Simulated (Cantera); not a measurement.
An isothermal, constant-pressure homogeneous reactor starts with 47.4 % H₂, 26.3 % O₂, 26.3 % N₂, at 948 K and 203 Torr.

Detailed kinetics in Cantera: the H2/O2 subset of GRI-Mech 3.0, which has no nitrogen chemistry. Below about 950 K walls govern HO2 and H2O2 in real vessels. The temperature is held fixed by assumption; the heat of reaction is taken as removed at once.

Problem. Predict: x(H₂) at 2.00 s; x(O₂) at 2.00 s; x(OH) at 2.00 s; x(HO₂) at 2.00 s; x(H₂O) at 2.00 s; x(H) at 2.00 s.

Solution. 
```json
{
  "x(H₂) at 2.00 s": "0.0116 (gas-phase equilibrium 1.10e-10)",
  "x(O₂) at 2.00 s": "0.0401 (gas-phase equilibrium 0.0345)",
  "x(OH) at 2.00 s": "2.85e-7 (gas-phase equilibrium 8.69e-8)",
  "x(HO₂) at 2.00 s": "2.37e-5 (gas-phase equilibrium 1.79e-10)",
  "x(H₂O) at 2.00 s": "0.605 (gas-phase equilibrium 0.621)",
  "x(H) at 2.00 s": "3.99e-7 (gas-phase equilibrium <1e-12)"
}
```
